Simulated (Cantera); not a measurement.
A freely propagating, adiabatic, planar premixed flame of 6.84 % CH4, 3.90 % H2, 14.2 % O2, 68.2 % N2, 6.84 % H2O, unburnt at 475 K and 5.20 bar; mixture-averaged transport, grid criteria slope 0.08 and curve 0.16, no radiation.

Model: GRI-Mech 3.0 (53 species, 325 reactions), integrated in Cantera. Burning velocities carry a grid error of a few per cent, more on coarse grids.

x: mole fraction of selected species; z is measured from the peak of heat release.

```
z (mm)   T (K)  u (m/s)     x CH4    x H2      x O2  x HCN     x HO2    x C2H
-------  -----  -------  --------  ------  --------  -----  --------  -------
-0.662     476    0.207    0.0684  0.0375     0.142  <1e-8   5.39e-8    <1e-8
-0.441     487    0.211    0.0681  0.0352     0.142  <1e-8   6.93e-7    <1e-8
-0.331     515    0.223    0.0669  0.0327     0.141    [?]   2.86e-6    <1e-8
-0.221     642    0.278    0.0609  0.0287     0.132    [?]   1.81e-5    <1e-8
-0.110    1075    0.468    0.0391  0.0234    0.0953    [?]  0.000108    <1e-8
-0.0551   1437    0.627    0.0199  0.0207    0.0596    [?]  0.000119    <1e-8
0         1775    0.775   0.00357  0.0175    0.0227    [?]   4.76e-5  8.52e-8
0.0551    1908    0.830  0.000129  0.0143   0.00620    [?]   1.00e-5  4.42e-8
0.110     1951    0.846   3.45e-6  0.0135   0.00248    [?]   4.07e-6    <1e-8
0.221     1985    0.860   1.27e-8  0.0131  0.000900    [?]   1.40e-6    <1e-8
0.441     2006    0.868     <1e-8  0.0128  0.000273    [?]   3.32e-7    <1e-8
0.882     2015    0.872     <1e-8  0.0127   6.67e-5    [?]   5.30e-8    <1e-8
1.76      2019    0.873     <1e-8  0.0126   1.72e-5  <1e-8     <1e-8    <1e-8
```

### Question
Complete the blanks.

### Answer

- -0.331, x HCN: 2.90e-8
- -0.221, x HCN: 1.98e-7
- -0.110, x HCN: 1.18e-6
- -0.0551, x HCN: 2.36e-6
- 0, x HCN: 4.17e-6
- 0.0551, x HCN: 3.50e-6
- 0.110, x HCN: 1.59e-6
- 0.221, x HCN: 4.31e-7
- 0.441, x HCN: 9.70e-8
- 0.882, x HCN: 2.36e-8
